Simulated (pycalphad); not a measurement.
All values are pycalphad results on the COST 507 light-alloy database (1999) (1 atm), not direct measurements. No gas phase is included, though pure Mn would boil below 2350 K. These are 1990s assessments: newer ones move some temperatures and phases. Diffusion is slow at the low end, where real alloys seldom reach equilibrium.

Mn-1.074Si (wt.%): equilibrium cooling sequence

| T (K) | phases above | phases below |
|---|---|---|
| 1507.3 | LIQUID | BCC_A2 + LIQUID |
| 1489.2 | BCC_A2 + LIQUID | BCC_A2 |
| 1424.6 | BCC_A2 | BCC_A2 + FCC_A1 |
| 1424.1 | BCC_A2 + FCC_A1 | FCC_A1 |
| 1414.6 | FCC_A1 | CUB_A13 + FCC_A1 |
| 1401.4 | CUB_A13 + FCC_A1 | CUB_A13 |
| 955.9 | CUB_A13 | CBCC_A12 + CUB_A13 |
| 948.6 | CBCC_A12 + CUB_A13 | CBCC_A12 |

Changes were sought between steps of 100 K, so a narrower field can be missed.

FCC_A1 is fcc; BCC_A2 is bcc; CBCC_A12 is α-Mn; CUB_A13 is β-Mn.
